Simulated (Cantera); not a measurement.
An adiabatic, constant-volume homogeneous reactor starts with CH4 : O2 : N2 = 1 : 1.05 : 3.96 (molar parts), equivalence ratio 1.9, at 1075 K and 3.70 bar. Integrator tolerance rtol = 1e-08.

Model: GRI-Mech 3.0 (53 species, 325 reactions), integrated in Cantera.

What does this change do: N2 3.96 to 6.4 parts?


```csv
quantity,before,after
time of steepest temperature rise,0.108 s,0.166 s
temperature at 8.00 s,2553 K,2232 K
equilibrium temperature,2553 K,2232 K
x(CH4) at 8.00 s,7.59e-10 (gas-phase equilibrium 8.53e-10),9.85e-10 (gas-phase equilibrium 1.11e-9)
x(O2) at 8.00 s,5.20e-6 (gas-phase equilibrium 5.20e-6),1.91e-7 (gas-phase equilibrium 1.91e-7)
x(H2) at 8.00 s,0.146 (gas-phase equilibrium 0.146),0.111 (gas-phase equilibrium 0.111)
x(C2H) at 8.00 s,<1e-12 (gas-phase equilibrium <1e-12),<1e-12 (gas-phase equilibrium <1e-12)
x(H) at 8.00 s,0.00381 (gas-phase equilibrium 0.00381),0.000771 (gas-phase equilibrium 0.000771)
x(HCN) at 8.00 s,8.07e-7 (gas-phase equilibrium 8.07e-7),4.98e-7 (gas-phase equilibrium 4.98e-7)
x(H2O2) at 8.00 s,7.93e-9 (gas-phase equilibrium 7.93e-9),4.80e-10 (gas-phase equilibrium 4.80e-10)
```

What does this change do: CH4 1 to 1.7 parts?


```tsv
quantity	before	after
time of steepest temperature rise	0.108 s	0.151 s
temperature at 8.00 s	2553 K	1759 K
equilibrium temperature	2553 K	1759 K
x(CH4) at 8.00 s	7.59e-10 (gas-phase equilibrium 8.53e-10)	3.05e-5 (gas-phase equilibrium 3.69e-6)
x(O2) at 8.00 s	5.20e-6 (gas-phase equilibrium 5.20e-6)	2.14e-12 (gas-phase equilibrium 2.13e-12)
x(H2) at 8.00 s	0.146 (gas-phase equilibrium 0.146)	0.337 (gas-phase equilibrium 0.337)
x(C2H) at 8.00 s	<1e-12 (gas-phase equilibrium <1e-12)	<1e-12 (gas-phase equilibrium <1e-12)
x(H) at 8.00 s	0.00381 (gas-phase equilibrium 0.00381)	5.13e-5 (gas-phase equilibrium 5.13e-5)
x(HCN) at 8.00 s	8.07e-7 (gas-phase equilibrium 8.07e-7)	1.90e-6 (gas-phase equilibrium 1.16e-5)
x(H2O2) at 8.00 s	7.93e-9 (gas-phase equilibrium 7.93e-9)	<1e-12 (gas-phase equilibrium <1e-12)
```
